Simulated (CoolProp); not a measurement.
Octamethyltrisiloxane (MDM) along the isobar 1590 kPa: density (kg/m³) from the reference equation and from simpler models built on Tc = 565.4 K, pc = 1438 kPa, ω = 0.528; each cubic takes its own stable root.

Values from CoolProp's reference Helmholtz-energy equation of state, Thol 2017.

```tsv
T (K)	phase	reference
421.6	liquid	686.5
432.5	liquid	673.4
443.5	liquid	659.8
454.4	liquid	645.8
465.4	liquid	631.1
476.4	liquid	615.6
487.3	liquid	599.4
498.3	liquid	582.0
509.2	liquid	563.3
520.2	liquid	542.5
531.2	liquid	519.1
542.1	liquid	491.7
553.1	liquid	456.6
564	liquid	402.0
575	supercritical	208.7
```

Q: How far does each simpler model (van der Waals, Redlich-Kwong, Soave-Redlich-Kwong, Peng-Robinson) lie from the reference over these 15 states: mean and median of the absolute difference, and the worst?

A: 
- van der Waals: mean 36.3 %, median 38.5 %, worst -39.9 % at 421.6 K and 1590 kPa
- Redlich-Kwong: mean 16.8 %, median 16.5 %, worst -20.3 % at 553.1 K and 1590 kPa
- Soave-Redlich-Kwong: mean 11.1 %, median 9.6 %, worst -19.3 % at 564 K and 1590 kPa
- Peng-Robinson: mean 3.5 %, median 3.4 %, worst -10.8 % at 564 K and 1590 kPa
